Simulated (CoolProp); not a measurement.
p-xylene along the isobar 2.37 MPa: Z from the reference equation and from simpler models built on Tc = 616.2 K, pc = 3.532 MPa, ω = 0.324; each cubic takes its own stable root.

The numbers come from the reference Helmholtz-energy equation of state, Zhou 2012 in CoolProp.

```csv
T (K),phase,reference,van der Waals,Redlich-Kwong,Peng-Robinson
519.8,liquid,0.09184,0.1597,0.1147,0.09539
531,liquid,0.09228,0.1610,0.1164,0.09660
542.1,liquid,0.09303,0.1633,0.1186,0.09835
553.2,liquid,0.09420,0.1670,0.1218,0.1008
564.4,liquid,0.09601,0.6395,0.1265,0.1045
575.5,liquid,0.09882,0.6707,0.6044,0.1100
586.6,gas,0.5757,0.6962,0.6453,0.6004
597.7,gas,0.6315,0.7178,0.6771,0.6431
608.9,gas,0.6713,0.7367,0.7037,0.6770
620,gas,0.7023,0.7532,0.7261,0.7049
```

At some of these states van der Waals, Redlich-Kwong gives the other phase, because its saturation line lies elsewhere.
